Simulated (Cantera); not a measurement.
A closed system holds: 1 mol Si, 0.025 mol CO2, 10 mol H2, held at 1100 K and 9.00 Pa.

Equilibrium computed with Cantera from the NASA thermochemical tables; the gas is ideal and each condensed phase is pure. Candidate condensed phases: C, C6H6, C7H8, C8H18, H2O, Si, SiC, SiO2; 123 gas species. Mutual solubility and eutectic melting of coexisting phases are not modelled. The numbers say what is thermodynamically allowed, not how fast it happens.

**Question.** What is the equilibrium state?

**Answer.** x(H2): 1.000
x(SiO): 0.000256
x(H): 2.72e-6
n(Si(s)): 0.949 mol
n(SiC(s)): 0.0250 mol
n(SiO2(β-quartz)): 0.0237 mol
gas amount: 10.00 mol
log10 activity of C(graphite) (absent): -3.06
